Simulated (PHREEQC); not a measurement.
Solution (20 °C): 0.54 mol/kgw HBr, 0.18 mol/kgw NaCl and 0.00059 mol/kgw KCl. Closed to the air; pH follows from the charge balance.

Equilibrium calculation in PHREEQC: ion-association model, wateq4f.dat.

Precipitation was switched off in this run.

What pH does the model give?

pH 0.39.

Caution: at this ionic strength the ion-association model is outside its range; a Pitzer model would be the better tool where its parameters exist.
